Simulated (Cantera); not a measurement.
An adiabatic, constant-pressure homogeneous reactor starts with H2 : O2 : N2 = 1 : 0.357 : 1.34 (molar parts), at 1000 K and 6.40 bar. Integrator tolerance rtol = 1e-08.

Model: GRI-Mech 3.0 (53 species, 325 reactions), integrated in Cantera. The hydrogen kinetics of GRI-Mech 3.0 are dated; newer H2 mechanisms differ, most at raised pressure.

Q: What does this change do: initial temperature 1000 to 1650 K?

A: 
```tsv
quantity	before	after
time of steepest temperature rise	8.99 ms	1.38 µs
temperature at 2.00 s	2774 K	3078 K
equilibrium temperature	2774 K	3078 K
x(H2) at 2.00 s	0.122 (gas-phase equilibrium 0.122)	0.127 (gas-phase equilibrium 0.127)
x(O2) at 2.00 s	0.000355 (gas-phase equilibrium 0.000355)	0.00229 (gas-phase equilibrium 0.00229)
x(O) at 2.00 s	0.000367 (gas-phase equilibrium 0.000367)	0.00280 (gas-phase equilibrium 0.00280)
x(H2O) at 2.00 s	0.293 (gas-phase equilibrium 0.293)	0.263 (gas-phase equilibrium 0.263)
x(H2O2) at 2.00 s	1.68e-7 (gas-phase equilibrium 1.68e-7)	6.18e-7 (gas-phase equilibrium 6.18e-7)
x(NO) at 2.00 s	0.00124 (gas-phase equilibrium 0.00124)	0.00460 (gas-phase equilibrium 0.00460)
```
Above 3000 K some thermodynamic fits are extrapolated.

Q: What does this change do: pressure from 6.40 bar to 0.940 bar?

A: 
```tsv
quantity	before	after
time of steepest temperature rise	8.99 ms	0.328 ms
temperature at 2.00 s	2774 K	2676 K
equilibrium temperature	2774 K	2676 K
x(H2) at 2.00 s	0.122 (gas-phase equilibrium 0.122)	0.121 (gas-phase equilibrium 0.121)
x(O2) at 2.00 s	0.000355 (gas-phase equilibrium 0.000355)	0.00103 (gas-phase equilibrium 0.00103)
x(O) at 2.00 s	0.000367 (gas-phase equilibrium 0.000367)	0.00109 (gas-phase equilibrium 0.00109)
x(H2O) at 2.00 s	0.293 (gas-phase equilibrium 0.293)	0.284 (gas-phase equilibrium 0.284)
x(H2O2) at 2.00 s	1.68e-7 (gas-phase equilibrium 1.68e-7)	8.88e-8 (gas-phase equilibrium 8.88e-8)
x(NO) at 2.00 s	0.00124 (gas-phase equilibrium 0.00124)	0.00182 (gas-phase equilibrium 0.00182)
```
